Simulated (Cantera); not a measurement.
Predominance diagram of Ti at 1002 °C against the partial pressures of O₂ and CO (log10, bar). Cantera with NASA thermochemical tables; ideal gases at 1 bar, condensed phases pure. Candidates: Ti(β), TiC(s), TiO(s), TiO₂(rutile), Ti₂O₃(s), Ti₃O₅(s), Ti₄O₇(s). Only these pure phases compete in this equilibrium. TiC, TiO: taken at fixed stoichiometry. Not in the tables: Magnéli phases beyond Ti₄O₇, TiC-TiO solid solutions.

**Question.** Which phase is stable at these pairs, and which metal-bearing vapour leads over it? (-22.3, -18); (-10.3, -0.9); (-12, -0.9); (-22.3, -10.4); (-6.9, -18); (-6.9, -6.6); (-22.3, -14.2)

**Answer.** 
| log p(O₂) | log p(CO) | phase | chief vapour | log p (bar) |
|---|---|---|---|---|
| -22.3 | -18 | Ti₃O₅(s) | TiO | -15.8 |
| -10.3 | -0.9 | TiO₂(rutile) | TiO₂ | -15.8 |
| -12 | -0.9 | TiO₂(rutile) | TiO₂ | -15.8 |
| -22.3 | -10.4 | Ti₃O₅(s) | TiO | -15.8 |
| -6.9 | -18 | TiO₂(rutile) | TiO₂ | -15.8 |
| -6.9 | -6.6 | TiO₂(rutile) | TiO₂ | -15.8 |
| -22.3 | -14.2 | Ti₃O₅(s) | TiO | -15.8 |
